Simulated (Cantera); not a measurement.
A closed system holds: 1 mol Cr, 1.6 mol N₂, 0.18 mol N₂O, at 2800 K.

Method: chemical equilibrium by Gibbs-energy minimisation in Cantera with the NASA 1993 tables (ideal gas, pure condensed phases). Candidate condensed phases: Cr, CrN, Cr₂N, Cr₂O₃; 14 gas species. Each liquid is taken as pure. Mutual solubility and eutectic melting of coexisting phases are not modelled. Equilibrium is a limit: real reactors are often held back by kinetics, nucleation or transport.

x: gas mole fraction; n: condensed amount in mol.

```csv
P (Pa),x N₂,x Cr,x O,x CrO,x CrO₂,x N,x NO,n Cr(l),n Cr₂O₃(l)
0.100,0.599,0.337,0.0606,2.15e-5,3.31e-10,0.00271,7.82e-5,0,0
0.600,0.601,0.338,0.0605,0.000129,1.19e-8,0.00111,0.000191,0,0
3.60,0.601,0.337,0.0596,(withheld),(withheld),(withheld),(withheld),0,0
22,0.604,0.335,0.0553,0.00428,1.32e-5,0.000183,0.00106,0,0
130,0.612,0.326,0.0403,0.0180,0.000239,7.60e-5,0.00189,0,0
770,0.628,0.311,0.0164,0.0412,0.00132,3.16e-5,0.00190,0,0
4600,0.637,0.301,0.00374,0.0545,0.00238,1.30e-5,0.00107,0,0
28000,0.639,0.299,0.000660,0.0580,0.00273,5.29e-6,0.000465,0,0
170000,0.673,0.279,(withheld),(withheld),(withheld),(withheld),(withheld),(withheld),(withheld)
1000000,0.944,0.0474,1.58e-5,0.00786,0.000315,1.08e-6,8.08e-5,0.786,0.0546
```

Q: Fill in the missing entries.

A: 
- 3.60, x CrO: 0.000760
- 3.60, x CrO₂: 4.14e-7
- 3.60, x N: 0.000452
- 3.60, x NO: 0.000461
- 170000, x O: 9.28e-5
- 170000, x CrO: 0.0462
- 170000, x CrO₂: 0.00185
- 170000, x N: 2.20e-6
- 170000, x NO: 0.000165
- 170000, n Cr(l): 0.104
- 170000, n Cr₂O₃(l): 0.0158
